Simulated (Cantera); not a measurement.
Cantera run:

```python
import numpy as np
import cantera as ct

gas_names = """
    F F2 N NF NF2 NF3 N2 Si SiF SiF2 SiF3 SiF4 SiN Si2 Si2N Si3
""".split()
cond_names = """
    Si(cr) Si(L) Si3N4(a)
""".split()


# ... load() reads the species with a 1 bar reference pressure and builds the phases ...
atoms = {
    'Si': {'Si': 1},
    'NF3': {'N': 1, 'F': 3},
    'N2': {'N': 2},
}
top_T = {'Si3N4(a)': 2400}  # K; cautious upper limits of use, not melting points


# ... equilibrate(T, P, feed) seeds the gas with the atoms and calls Mixture.equilibrate('TP', solver="vcs", rtol=1e-11, max_steps=5000) ...
results = []
feed = {'Si': 1, 'NF3': 0.82, 'N2': 3.5}  # mol
T = 450  # K
P = 1333.22  # Pa
mix = equilibrate(T, P, feed)
results.append((T, P, feed, dict(zip(mix.species_names, mix.species_moles))))
x = sorted(zip(gas.X, gas.species_names), reverse=True)
print(f"T = {T:g} K  P = {P:g} Pa  gas = {mix.phase_moles(0):.4g} mol")
print("   x: " + "  ".join(f"{s} {v:.3e}" for v, s in x if v > 0.001))
print("   condensed (mol): " + ("  ".join(f"{mix.phase(i).name} {mix.phase_moles(i):.4g}"
      for i in range(1, mix.n_phases) if mix.phase_moles(i) > 1e-12) or "none"))
```

Result:

```
T = 450 K  P = 1333.22 Pa  gas = 4.268 mol
   x: N2 8.559e-01  SiF4 1.441e-01
   condensed (mol): Si3N4(a) 0.1283
```

Method: chemical equilibrium by Gibbs-energy minimisation in Cantera with the NASA 1993 tables (ideal gas, pure condensed phases).
